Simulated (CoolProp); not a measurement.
Properties of R143a along the isobar 43 bar (Tc = 72.7 °C, pc = 37.62 bar, ω = 0.261).

The numbers come from the reference Helmholtz-energy equation of state, Lemmon and Jacobsen 2000 in CoolProp.

```csv
T (°C),phase,density (kg/m³),expansivity (1/kK),viscosity (µPa s),conductivity (mW/(m K))
-62.55,liquid,1217,2.073,260,111
-47.55,liquid,1178,2.212,224,104
-32.65,liquid,1138,2.388,196,…
-17.65,liquid,1097,2.622,173,90.8
-2.75,liquid,1052,2.938,152,84.7
12.25,liquid,…,…,134,…
27.15,liquid,949.6,…,117,72.9
42.15,liquid,885.7,5.324,…,67.0
57.05,liquid,804.4,…,82.7,60.7
```

### Question
Complete the blanks.

### Answer

- -32.65, conductivity (mW/(m K)): 97.2
- 12.25, density (kg/m³): 1004
- 12.25, expansivity (1/kK): 3.395
- 12.25, conductivity (mW/(m K)): 78.7
- 27.15, expansivity (1/kK): 4.096
- 42.15, viscosity (µPa s): 100.0
- 57.05, expansivity (1/kK): 8.020

Viscosity comes from a separate model (Klein 1997), an estimate that may be off by 10 % or more. Thermal conductivity comes from a separate model (McLinden 2000), an estimate that may be off by 10 % or more.
